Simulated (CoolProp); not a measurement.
Saturation properties of R236FA (Tc = 124.9 °C, pc = 31.91 bar, ω = 0.377).

Model: reference Helmholtz-energy equation of state, Pan 2012, in CoolProp.

```json
[
 {"T (°C)": "-74.45", "p (bar)": "0.01139", "liquid density (kg/m³)": "1656", "liquid conductivity (mW/(m K))": "106"},
 {"T (°C)": "-70.85", "p (bar)": "0.01567", "liquid density (kg/m³)": "1647", "liquid conductivity (mW/(m K))": "105"},
 {"T (°C)": "-67.25", "p (bar)": "0.02124", "liquid density (kg/m³)": "1637", "liquid conductivity (mW/(m K))": "103"},
 {"T (°C)": "-63.65", "p (bar)": "0.02842", "liquid density (kg/m³)": "1627", "liquid conductivity (mW/(m K))": "102"},
 {"T (°C)": "-60.05", "p (bar)": "0.03758", "liquid density (kg/m³)": "1617", "liquid conductivity (mW/(m K))": "100"},
 {"T (°C)": "-56.45", "p (bar)": "0.04910", "liquid density (kg/m³)": "1607", "liquid conductivity (mW/(m K))": "99.2"},
 {"T (°C)": "-52.85", "p (bar)": "0.06346", "liquid density (kg/m³)": "1597", "liquid conductivity (mW/(m K))": "97.9"},
 {"T (°C)": "-49.25", "p (bar)": "0.08119", "liquid density (kg/m³)": "1587", "liquid conductivity (mW/(m K))": "96.6"},
 {"T (°C)": "-45.65", "p (bar)": "0.1029", "liquid density (kg/m³)": "1577", "liquid conductivity (mW/(m K))": "95.3"},
 {"T (°C)": "-41.95", "p (bar)": "0.1299", "liquid density (kg/m³)": "1566", "liquid conductivity (mW/(m K))": "94.1"},
 {"T (°C)": "-38.35", "p (bar)": "0.1617", "liquid density (kg/m³)": "1556", "liquid conductivity (mW/(m K))": "92.8"},
 {"T (°C)": "-34.75", "p (bar)": "0.1995", "liquid density (kg/m³)": "1546", "liquid conductivity (mW/(m K))": "91.6"},
 {"T (°C)": "-31.15", "p (bar)": "0.2443", "liquid density (kg/m³)": "1535", "liquid conductivity (mW/(m K))": "90.4"}
]
```

It boils at -1.5 °C under 1 atm.

Thermal conductivity comes from a separate model (Huber 2003), an estimate that may be off by 10 % or more.
